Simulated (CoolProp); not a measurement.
Vapour-liquid equilibrium of n-octane (1) + o-xylene (2) at 0.0434 MPa; x and y are mole fractions of (1).

The numbers come from the multi-fluid Helmholtz-energy mixture model, Beckmüller 2019 and Zhou 2012; pair parameters Bell 2016 in CoolProp.

Task: Give the bubble temperature and the first vapour's composition at x = 0.65, 0.8, 0.875. Is there an azeotrope?

Result: x = 0.65: 102.2 °C, y = 0.757; x = 0.8: 100.1 °C, y = 0.868; x = 0.875: 99.2 °C, y = 0.919. No azeotrope shows between x = 0.05 and 0.95.

Pair parameters are fitted to limited data, so mixtures are less certain than the pure fluids.
